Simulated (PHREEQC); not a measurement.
PHREEQC input (Pitzer model, pitzer.dat):

```
SOLUTION 1
  temp 37
  units mol/kgw
  pH 7 charge
END
SELECTED_OUTPUT 1
  -reset false
  -pH true
  -pe true
  -ionic_strength true
  -water true
  -totals K S
  -molalities H+ K+ SO4-2 OH- HSO4-
  -equilibrium_phases Arcanite Misenite
PRINT
  -reset false
USE solution 1
REACTION_TEMPERATURE 1
  10 18 26 34 42 50 58 66 74 82 90
EQUILIBRIUM_PHASES 1
  Arcanite 0 30
  Misenite 0 0
END
```

Selected output (columns that matter, 11 of 11 rows; T (°C) added in front):

```
T (°C)	pH	mu	K	S	m_H+	m_K+	m_SO4-2	m_OH-	Arcanite
10	7.6152	1.4794	0.98625	0.49313	5.3548e-08	0.98625	0.49313	1.7398e-07	29.507
18	7.5216	1.706	1.1374	0.56868	6.8499e-08	1.1374	0.56868	2.768e-07	29.431
26	7.4416	1.9315	1.2876	0.64382	8.4198e-08	1.2876	0.64382	4.311e-07	29.356
34	7.3738	2.1529	1.4353	0.71764	9.9908e-08	1.4353	0.71764	6.5849e-07	29.282
42	7.3166	2.3686	1.5791	0.78953	1.1495e-07	1.5791	0.78953	9.8789e-07	29.21
50	7.2689	2.5776	1.7184	0.85918	1.2878e-07	1.7184	0.85918	1.4574e-06	29.141
58	7.2294	2.7795	1.853	0.92651	1.4097e-07	1.853	0.9265	2.1162e-06	29.073
66	7.1973	2.9747	1.9831	0.99156	1.5128e-07	1.9831	0.99156	3.0275e-06	29.008
74	7.1718	3.1635	2.109	1.0545	1.5955e-07	2.109	1.0545	4.2707e-06	28.945
82	7.1522	3.3466	2.231	1.1155	1.6574e-07	2.231	1.1155	5.9451e-06	28.884
90	7.1381	3.5244	2.3496	1.1748	1.6989e-07	2.3496	1.1748	8.1735e-06	28.825
```

Away from 25 °C the constants follow the database's enthalpies or fits; those with neither stay at their 25 °C values.
